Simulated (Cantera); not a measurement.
# Premixed flame

A freely propagating, adiabatic, planar premixed flame of H2 : O2 : N2 = 1 : 0.227 : 0.855 (molar parts), equivalence ratio 2.2, unburnt at 473 K and 10.0 bar; mixture-averaged transport, grid criteria slope 0.08 and curve 0.16, no radiation.

Detailed kinetics in Cantera: the H2/O2 subset of GRI-Mech 3.0, which has no nitrogen chemistry. The hydrogen kinetics of GRI-Mech 3.0 are dated; newer H2 mechanisms differ, most at raised pressure. Burning velocities carry a grid error of a few per cent, more on coarse grids.

| z (mm) | T (K) | u (m/s) | x H2 | x O2 | x H2O | x HO2 | x H | x OH |
|---|---|---|---|---|---|---|---|---|
| -0.0708 | 473 | 4.97 | 0.480 | 0.109 | 5.26e-8 | <1e-8 | <1e-8 | <1e-8 |
| -0.0472 | 473 | 4.97 | 0.480 | 0.109 | 5.87e-7 | 3.76e-8 | <1e-8 | <1e-8 |
| -0.0354 | 474 | 4.98 | 0.480 | 0.109 | 6.58e-6 | 5.21e-7 | <1e-8 | <1e-8 |
| -0.0236 | 481 | 5.03 | 0.477 | 0.110 | 0.000104 | 1.04e-5 | <1e-8 | <1e-8 |
| -0.0118 | 604 | 6.12 | 0.456 | 0.111 | 0.00611 | 0.000808 | 4.66e-5 | 4.76e-5 |
| -0.00590 | 941 | 9.22 | 0.416 | 0.0995 | 0.0401 | 0.00116 | 0.00233 | 0.000695 |
| 0 | 1337 | 12.8 | 0.364 | 0.0713 | 0.103 | 0.000557 | 0.0117 | 0.00126 |
| 0.00590 | 1614 | 15.4 | 0.317 | 0.0386 | 0.166 | 0.000264 | 0.0235 | 0.00197 |
| 0.0118 | 1768 | 16.8 | 0.290 | 0.0173 | 0.206 | 0.000113 | 0.0301 | 0.00229 |
| 0.0236 | 1898 | 18.0 | 0.275 | 0.00315 | 0.234 | 1.95e-5 | 0.0303 | 0.00229 |
| 0.0472 | 1987 | 18.7 | 0.276 | 0.000261 | 0.241 | 1.63e-6 | 0.0229 | 0.00194 |
| 0.0945 | 2054 | 19.3 | 0.281 | 2.59e-5 | 0.243 | 2.38e-7 | 0.0145 | 0.00137 |
| 0.189 | 2099 | 19.6 | 0.285 | 7.67e-6 | 0.244 | 7.62e-8 | 0.00832 | 0.000845 |
x: mole fraction of selected species; z is measured from the peak of heat release.

```json
{
  "laminar_burning_velocity": "497 cm/s",
  "thermal_thickness": "0.0236 mm",
  "peak x(HO2)": "0.00138",
  "peak x(H)": "0.0315",
  "peak x(OH)": "0.00234",
  "grid_points": "113"
}
```
